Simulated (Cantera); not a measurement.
An adiabatic, constant-pressure homogeneous reactor starts with CH₄ : O₂ : N₂ = 1 : 1.05 : 3.96 (molar parts), at 1300 K and 100000 Pa. Integrator tolerance rtol = 1e-08.

Model: GRI-Mech 3.0 (53 species, 325 reactions), integrated in Cantera.

**Question.** What does this change do: pressure from 100000 Pa to 500000 Pa?

**Answer.** 
| quantity | before | after |
|---|---|---|
| time of steepest temperature rise | 16.9 ms | 4.15 ms |
| temperature at 6.00 s | 2401 K | 2423 K |
| equilibrium temperature | 2401 K | 2423 K |
| x(CH₄) at 6.00 s | 1.37e-11 (gas-phase equilibrium 1.55e-11) | 3.17e-10 (gas-phase equilibrium 3.58e-10) |
| x(O₂) at 6.00 s | 1.15e-5 (gas-phase equilibrium 1.15e-5) | 2.90e-6 (gas-phase equilibrium 2.90e-6) |
| x(C₂H₆) at 6.00 s | <1e-12 (gas-phase equilibrium <1e-12) | <1e-12 (gas-phase equilibrium <1e-12) |
| x(HCN) at 6.00 s | 7.98e-8 (gas-phase equilibrium 7.98e-8) | 4.02e-7 (gas-phase equilibrium 4.02e-7) |
| x(H) at 6.00 s | 0.00614 (gas-phase equilibrium 0.00614) | 0.00307 (gas-phase equilibrium 0.00307) |

**Question.** What does this change do: initial temperature 1300 to 1450 K?

**Answer.** 
```tsv
quantity	before	after
time of steepest temperature rise	16.9 ms	2.73 ms
temperature at 6.00 s	2401 K	2511 K
equilibrium temperature	2401 K	2511 K
x(CH₄) at 6.00 s	1.37e-11 (gas-phase equilibrium 1.55e-11)	8.27e-12 (gas-phase equilibrium 9.32e-12)
x(O₂) at 6.00 s	1.15e-5 (gas-phase equilibrium 1.15e-5)	3.54e-5 (gas-phase equilibrium 3.54e-5)
x(C₂H₆) at 6.00 s	<1e-12 (gas-phase equilibrium <1e-12)	<1e-12 (gas-phase equilibrium <1e-12)
x(HCN) at 6.00 s	7.98e-8 (gas-phase equilibrium 7.98e-8)	7.80e-8 (gas-phase equilibrium 7.80e-8)
x(H) at 6.00 s	0.00614 (gas-phase equilibrium 0.00614)	0.0101 (gas-phase equilibrium 0.0101)
```
